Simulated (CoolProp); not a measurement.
Saturation properties of dimethyl carbonate.

Values from CoolProp's reference Helmholtz-energy equation of state, Zhou 2011.

| T (°C) | p (MPa) | vapour density (kg/m³) | liquid cp (kJ/(kg K)) | surface tension (mN/m) |
|---|---|---|---|---|
| 134.15 | 0.3456 | [?] | [?] | 13.3 |
| 143.15 | 0.4280 | 12.14 | 2.110 | 12.2 |
| 152.15 | 0.5247 | 14.78 | 2.141 | 11.1 |
| 161.15 | 0.6372 | 17.86 | 2.172 | 10.1 |
| 170.15 | 0.7673 | 21.45 | 2.207 | 9.06 |
| 179.05 | [?] | 25.58 | 2.243 | 8.09 |
| 188.05 | 1.085 | 30.42 | 2.285 | 7.14 |
| 197.05 | 1.278 | 36.04 | 2.332 | 6.23 |
| 206.05 | 1.496 | 42.60 | 2.387 | 5.35 |
| 214.95 | 1.739 | 50.19 | 2.453 | [?] |

Q: Complete the blanks.

A: 
- 134.15, vapour density (kg/m³): 9.892
- 134.15, liquid cp (kJ/(kg K)): 2.082
- 179.05, p (MPa): 0.9147
- 214.95, surface tension (mN/m): 4.52

It boils at 90.1 °C under 1 atm.

Surface tension comes from a separate correlation (Mulero 2014).
